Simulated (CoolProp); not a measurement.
A simple Rankine cycle with R365MFC: condensing at 309.15 K, boiler at 2.08 MPa, turbine inlet 474.2 K, turbine efficiency 0.6, pump efficiency 0.8, no recuperator. Each further row changes one setting.

Model: reference Helmholtz-energy equation of state, Lemmon 2016, in CoolProp.

```
case                             thermal efficiency (%)  net work (kJ/kg)  heat in (kJ/kg)  turbine exit temperature (K)  volume ratio over the turbine
-------------------------------  ----------------------  ----------------  ---------------  ----------------------------  -----------------------------
as stated                                          11.3              40.5              358                         422.9                           27.6
turbine inlet 494.2 K                              11.1               ___              387                         444.2                           26.6
condensing temperature 301.15 K                     ___              44.5              ___                         419.4                           37.4
boiler pressure 1.46 MPa                           10.3               ___              ___                           ___                           18.0
turbine efficiency 0.5                              9.3              33.4              358                         428.8                           28.0
```

Problem. Complete the blanks.

Solution. 
- turbine inlet 494.2 K, net work (kJ/kg): 43.1
- condensing temperature 301.15 K, thermal efficiency (%): 12.0
- condensing temperature 301.15 K, heat in (kJ/kg): 369
- boiler pressure 1.46 MPa, net work (kJ/kg): 37.9
- boiler pressure 1.46 MPa, heat in (kJ/kg): 367
- boiler pressure 1.46 MPa, turbine exit temperature (K): 432.0
